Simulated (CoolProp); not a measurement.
The fluid at 417.38 K and 0.0722 MPa flows at 1 m/s in a round tube of 2 mm bore and 15 µm roughness, fully developed (64/Re and Nu = 3.66 if laminar; Colebrook and Gnielinski if turbulent). The same conditions are run with several fluids, on thermodynamics alone (safety and materials aside).

The numbers come from the reference Helmholtz-energy equation of state of each fluid (ethanol: Schroeder 2014; isobutane: Bücker 2006; methanol: de Reuck 1993; n-pentane: Thol 2019; R245fa: Akasaka 2015) in CoolProp.

| fluid | Reynolds number | Darcy friction factor | pressure drop (Pa/m) | heat-transfer coefficient (W/(m² K)) | mass flow (kg/h) |
|---|---|---|---|---|---|
| ethanol | 156 | 0.409 | 99.0 | 51.2 | 0.0109 |
| isobutane | 236 | 0.272 | 82.6 | 57.0 | 0.0138 |
| methanol | 98.9 | 0.647 | 109 | 50.4 | 0.00759 |
| n-pentane | 320 | 0.200 | 75.8 | 51.7 | 0.0172 |
| R245fa | 339 | 0.189 | 133 | 48.9 | 0.0318 |

Transport values come from each fluid's own correlations; those of n-pentane, R245fa are estimates that may be off by 10 % or more.
